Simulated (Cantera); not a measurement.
A closed system holds: 1 mol SiCl4, a varied amount of H2, equilibrated at 1375 °C and 1.90 mbar.

Method: chemical equilibrium by Gibbs-energy minimisation in Cantera with the NASA 1993 tables (ideal gas, pure condensed phases). Candidate condensed phases: Si; 19 gas species. Kinetics and transport are ignored.

Q: What share of the Si ends up in condensed phases as a function of n(H2) (mol), at 12, 17, 24, 33, 47, 65, 91, 130, 180?

A: 
| n(H2) (mol) | Si condensed (%) | as |
|---|---|---|
| 12 | 0.0 | - |
| 17 | 3.5 | Si(s) |
| 24 | 15.5 | Si(s) |
| 33 | 26.6 | Si(s) |
| 47 | 38.4 | Si(s) |
| 65 | 48.4 | Si(s) |
| 91 | 57.8 | Si(s) |
| 130 | 66.1 | Si(s) |
| 180 | 72.2 | Si(s) |
